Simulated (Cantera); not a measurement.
## Stirred combustor or abatement burner

A perfectly stirred reactor is fed with CH4 : C2H6 : O2 : N2 = 1 : 0.045 : 3.22 : 12.1 (molar parts), at 65000 Pa; it is adiabatic with a 398 K inlet, and is followed from long to short residence time, starting on the burning branch (τ in s: 0.027, 0.009, 0.003, 0.001, 0.00035, 0.00012, 4e-05, 1.3e-05, 4.5e-06).

Detailed kinetics in Cantera: GRI-Mech 3.0 (53 species, 325 reactions).

| τ (s) | T (K) | x CH4 | x C2H6 | x O2 | x C2H4 | x N2O | x HCO |
|---|---|---|---|---|---|---|---|
| 0.027 | 1840 | 2.08e-5 | 2.28e-7 | 0.0649 | 5.41e-7 | 3.49e-7 | 1.04e-7 |
| 0.0090 | 1815 | 4.25e-5 | 4.85e-7 | 0.0654 | 8.53e-7 | 3.13e-7 | 3.26e-7 |
| 0.0030 | 1773 | 9.14e-5 | 1.05e-6 | 0.0665 | 1.18e-6 | 2.53e-7 | 9.97e-7 |
| 0.0010 | 1708 | 0.000219 | 2.51e-6 | 0.0688 | 1.59e-6 | 1.98e-7 | 2.96e-6 |
| 0.00035 | 1616 | 0.000650 | 7.26e-6 | 0.0742 | 2.86e-6 | 1.50e-7 | 8.30e-6 |
| 0.00012 | 398 | 0.0611 | 0.00275 | 0.197 | <1e-12 | <1e-12 | <1e-12 |
| 4.0e-5 | 398 | 0.0611 | 0.00275 | 0.197 | <1e-12 | <1e-12 | <1e-12 |
| 1.3e-5 | 398 | 0.0611 | 0.00275 | 0.197 | <1e-12 | <1e-12 | <1e-12 |
| 4.5e-6 | 398 | 0.0611 | 0.00275 | 0.197 | <1e-12 | <1e-12 | <1e-12 |
x: mole fraction; the columns are a selection and need not sum to one.
